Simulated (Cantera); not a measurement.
A perfectly stirred reactor is fed with CH₄ : CO : O₂ : N₂ : H₂O = 1 : 0.037 : 1.12 : 4.22 : 0.15 (molar parts), at 323 Torr; it is adiabatic with a 450 K inlet, and is followed from long to short residence time, starting on the burning branch (τ in s: 0.029, 0.013, 0.0056, 0.0025, 0.0011, 0.00047, 0.00021, 9.1e-05, 4e-05, 1.8e-05, 7.7e-06, 3.4e-06).

Model: GRI-Mech 3.0 (53 species, 325 reactions), integrated in Cantera.

Problem. Predict: blow-out, bracketed by the residence times tried; x(CH₄) at τ = 29.0 ms; x(CO) at τ = 29.0 ms; x(O₂) at τ = 29.0 ms; x(CH₃) at τ = 29.0 ms; x(N₂O) at τ = 29.0 ms; x(CH₄) at τ = 0.210 ms; x(CO) at τ = 0.210 ms; x(O₂) at τ = 0.210 ms.

Solution. 
- blow-out, bracketed by the residence times tried = burning at 5.60 ms, out at 2.50 ms
- x(CH₄) at τ = 29.0 ms = 0.00728
- x(CO) at τ = 29.0 ms = 0.0868
- x(O₂) at τ = 29.0 ms = 0.00194
- x(CH₃) at τ = 29.0 ms = 0.000785
- x(N₂O) at τ = 29.0 ms = 1.40e-9
- x(CH₄) at τ = 0.210 ms = 0.153
- x(CO) at τ = 0.210 ms = 0.00567
- x(O₂) at τ = 0.210 ms = 0.172
